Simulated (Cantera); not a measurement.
Input (Python, Cantera) and output of one run.

```python
import numpy as np
import cantera as ct

gas_names = """
    H HO2 H2 H2O H2O2 Hg O OH O2 O3
""".split()
cond_names = """
    H2O(s) H2O(L) Hg(cr) Hg(L) HgO(s)
""".split()


def load(file, names, dense=False):
    # The tables refer to 1 bar. Condensed volumes are neglected.
    table = {s.name: s for s in ct.Species.list_from_file(file)}
    out = []
    for n in names:
        d = dict(table[n].input_data)
        d["thermo"] = dict(d["thermo"], **{"reference-pressure": 1e5})
        if dense:
            d["equation-of-state"] = {"model": "constant-volume", "density": "1e6 g/cm^3"}
        out.append(ct.Species.from_dict(d))
    return out


gas = ct.Solution(thermo="ideal-gas", species=load("nasa_gas.yaml", gas_names))
cond = {s.name: ct.Solution(thermo="fixed-stoichiometry", species=[s], name=s.name)
        for s in load("nasa_condensed.yaml", cond_names, dense=True)}
atoms = {
    'HgO': {'Hg': 1, 'O': 1},
    'O2': {'O': 2},
    'H2': {'H': 2},
}
top_T = {}  # K; cautious upper limits of use, not melting points


def equilibrate(T, P, feed):
    n = {}
    for name, mol in feed.items():
        for a, k in atoms[name].items():
            n[a] = n.get(a, 0.0) + k * mol
    gas.TPX = T, P, n
    mass = sum(n.values()) * gas.mean_molecular_weight
    gas.equilibrate("TP")
    valid = [c for c in cond.values() if c.min_temp <= T <= top_T.get(c.name, c.max_temp)]
    mix = ct.Mixture([(gas, mass / gas.mean_molecular_weight)] + [(c, 0.0) for c in valid])
    mix.T, mix.P = T, P
    mix.equilibrate("TP", solver="vcs", rtol=1e-11, max_steps=5000)
    return mix


results = []
feed = {'HgO': 1, 'O2': 0.31, 'H2': 0.12}  # mol
T = 723.15  # K
for P in [10, 68, 460, 3200, 22000, 150000, 1000000]:
    mix = equilibrate(T, P, feed)
    results.append((T, P, feed, dict(zip(mix.species_names, mix.species_moles))))

top = {s: max(r[3][s] / sum(r[3][g] for g in gas_names) for r in results) for s in gas_names}
cols = sorted((s for s in top if top[s] > 1e-05), key=lambda s: -top[s])[:9]
seen = [c for c in cond_names if any(r[3].get(c, 0) > 1e-12 for r in results)]
print("log10 of partial pressures in bar; condensed amounts in mol")
print(f"{'P/Pa':>10s}" + "".join(f"{s[:9]:>10s}" for s in cols + seen))
for T, P, feed, n in results:
    ng = sum(n[g] for g in gas_names)
    print(f"{P:10.4g}" + "".join(f"{np.log10(max(n[s] / ng * P / 1e5, 1e-99)):10.3f}" for s in cols)
          + "".join(f"{n.get(c, 0):10.4g}" for c in seen))
```

It prints:

```
log10 of partial pressures in bar; condensed amounts in mol
      P/Pa        O2        Hg       H2O    HgO(s)
        10    -4.397    -4.272    -5.193         0
        68    -3.564    -3.439    -4.360         0
       460    -2.734    -2.609    -3.530         0
      3200    -1.892    -1.767    -2.688         0
   2.2e+04    -1.054    -0.929    -1.850         0
   1.5e+05    -0.121    -0.302    -0.613    0.7539
     1e+06     0.824    -0.774     0.500    0.9936
```

These are equilibrium values from Cantera (NASA tables, ideal gas, pure condensed phases), not measurements of a reactor.
